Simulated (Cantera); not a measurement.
A Cantera script and its output.

```python
import numpy as np
import cantera as ct

gas = ct.Solution("SiF4_NH3_mec.yaml", "gas")
gas.TPX = 1523, 61000, {'NH3': 1, 'N2': 1.4}
inlet = ct.Reservoir(gas, clone=True)

reactor = ct.IdealGasConstPressureReactor(gas, energy="off", clone=False)
exhaust = ct.Reservoir(gas, clone=True)
tau = [22, 9.9, 4.5, 2.1, 0.94, 0.43, 0.19, 0.089, 0.041, 0.018, 0.0084][0]
for a, b in ((inlet, reactor), (reactor, exhaust)):
    ct.MassFlowController(a, b, mdot=lambda t: reactor.mass / tau)
net = ct.ReactorNet([reactor])
show = ['NH3', 'N2H2', 'NH2', 'N2H4', 'H2', 'NH']

rows = []
print(f"{'tau/s':>10s}{'T/K':>9s}" + "".join(f"{s:>11s}" for s in show))
for tau in [22, 9.9, 4.5, 2.1, 0.94, 0.43, 0.19, 0.089, 0.041, 0.018, 0.0084]:
    net.initial_time = 0.0
    net.advance(30 * tau)
    before = gas.X
    net.advance(40 * tau)
    drift = np.max(np.abs(gas.X - before) / (gas.X + 1e-9))
    rows.append([gas.T, *gas[show].X, drift])
    print(f"{tau:10.3e}{gas.T:9.1f}" + "".join(f"{x:11.3e}" for x in gas[show].X))
```

It prints:

```
     tau/s      T/K        NH3       N2H2        NH2       N2H4         H2         NH
 2.200e+01   1523.0  2.697e-01  7.792e-08  2.596e-05  3.292e-08  1.556e-01  9.728e-08
 9.900e+00   1523.0  3.229e-01  1.147e-07  3.103e-05  4.702e-08  9.920e-02  1.128e-07
 4.500e+00   1523.0  3.632e-01  1.484e-07  3.499e-05  5.978e-08  5.659e-02  1.210e-07
 2.100e+00   1523.0  3.883e-01  1.720e-07  3.767e-05  6.930e-08  3.001e-02  1.206e-07
 9.400e-01   1523.0  4.031e-01  1.865e-07  3.951e-05  7.623e-08  1.438e-02  1.125e-07
 4.300e-01   1523.0  4.103e-01  1.925e-07  4.056e-05  8.033e-08  6.756e-03  1.016e-07
 1.900e-01   1523.0  4.138e-01  1.927e-07  4.095e-05  8.190e-08  2.989e-03  9.148e-08
 8.900e-02   1523.0  4.153e-01  1.874e-07  4.061e-05  8.055e-08  1.370e-03  8.410e-08
 4.100e-02   1523.0  4.161e-01  1.738e-07  3.926e-05  7.527e-08  5.948e-04  7.672e-08
 1.800e-02   1523.0  4.164e-01  1.436e-07  3.582e-05  6.265e-08  2.256e-04  6.530e-08
 8.400e-03   1523.0  4.166e-01  9.534e-08  2.936e-05  4.210e-08  7.860e-05  4.747e-08
```

Computed with Cantera and the gas-phase N/H chemistry of the illustrative SiF4/NH3 mechanism in the Surface Chemkin manual (1991). Walls and surfaces, which speed up NH3 decomposition in real reactors, are not modelled.
